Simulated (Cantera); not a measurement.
A Cantera script and what it prints.

```python
import numpy as np
import cantera as ct

gas_names = """
    Br Br2 N N2 Si SiBr SiBr2 SiBr3 SiBr4 SiN Si2 Si2N Si3
""".split()
cond_names = """
    Br2(cr) Br2(L) Si(cr) Si(L) Si3N4(a)
""".split()


# ... load() reads the species with a 1 bar reference pressure and builds the phases ...
atoms = {
    'Si': {'Si': 1},
    'Br2': {'Br': 2},
    'N2': {'N': 2},
}
top_T = {'Si3N4(a)': 2400}  # K; cautious upper limits of use, not melting points


# ... equilibrate(T, P, feed) seeds the gas with the atoms and calls Mixture.equilibrate('TP', solver="vcs", rtol=1e-11, max_steps=5000) ...
results = []
P = 13  # Pa
for T in [950, 1025, 1100, 1175, 1250, 1325, 1400, 1475, 1550, 1625]:
    for m in [1.2, 1.9, 2.6, 3.3, 4, 4.6, 5.3, 6, 6.7]:
        feed = {'Si': 1, 'Br2': m, 'N2': 5.5}  # mol
        mix = equilibrate(T, P, feed)
        results.append((T, P, feed, dict(zip(mix.species_names, mix.species_moles))))

for T, P, feed, n in results:
    print(f"{T:7g} {feed['Br2']:10.4g}  " + (" + ".join(c for c in cond_names if n.get(c, 0) > 1e-12) or "gas only"))
```

Result:

```
    950        1.2  Si3N4(a)
    950        1.9  Si3N4(a)
    950        2.6  gas only
    950        3.3  gas only
    950          4  gas only
    950        4.6  gas only
    950        5.3  gas only
    950          6  gas only
    950        6.7  gas only
   1025        1.2  Si3N4(a)
   1025        1.9  Si3N4(a)
   1025        2.6  gas only
   1025        3.3  gas only
   1025          4  gas only
   1025        4.6  gas only
   1025        5.3  gas only
   1025          6  gas only
   1025        6.7  gas only
   1100        1.2  Si3N4(a)
   1100        1.9  Si3N4(a)
   1100        2.6  gas only
   1100        3.3  gas only
   1100          4  gas only
   1100        4.6  gas only
   1100        5.3  gas only
   1100          6  gas only
   1100        6.7  gas only
   1175        1.2  Si3N4(a)
   1175        1.9  gas only
   1175        2.6  gas only
   1175        3.3  gas only
   1175          4  gas only
   1175        4.6  gas only
   1175        5.3  gas only
   1175          6  gas only
   1175        6.7  gas only
   1250        1.2  Si3N4(a)
   1250        1.9  gas only
   1250        2.6  gas only
   1250        3.3  gas only
   1250          4  gas only
   1250        4.6  gas only
   1250        5.3  gas only
   1250          6  gas only
   1250        6.7  gas only
   1325        1.2  gas only
   1325        1.9  gas only
   1325        2.6  gas only
   1325        3.3  gas only
   1325          4  gas only
   1325        4.6  gas only
   1325        5.3  gas only
   1325          6  gas only
   1325        6.7  gas only
   1400        1.2  gas only
   1400        1.9  gas only
   1400        2.6  gas only
   1400        3.3  gas only
   1400          4  gas only
   1400        4.6  gas only
   1400        5.3  gas only
   1400          6  gas only
   1400        6.7  gas only
   1475        1.2  gas only
   1475        1.9  gas only
   1475        2.6  gas only
   1475        3.3  gas only
   1475          4  gas only
   1475        4.6  gas only
   1475        5.3  gas only
   1475          6  gas only
   1475        6.7  gas only
   1550        1.2  gas only
   1550        1.9  gas only
   1550        2.6  gas only
   1550        3.3  gas only
   1550          4  gas only
   1550        4.6  gas only
   1550        5.3  gas only
   1550          6  gas only
   1550        6.7  gas only
   1625        1.2  Si(cr)
   1625        1.9  gas only
   1625        2.6  gas only
   1625        3.3  gas only
   1625          4  gas only
   1625        4.6  gas only
   1625        5.3  gas only
   1625          6  gas only
   1625        6.7  gas only
```

These are equilibrium values from Cantera (NASA tables, ideal gas, pure condensed phases), not measurements of a reactor. N2 is the only nitrogen source here; it is nearly inert below about 1500 K, so the nitride shown seldom forms there in practice. The tables' values for SiBr3 are old estimates.
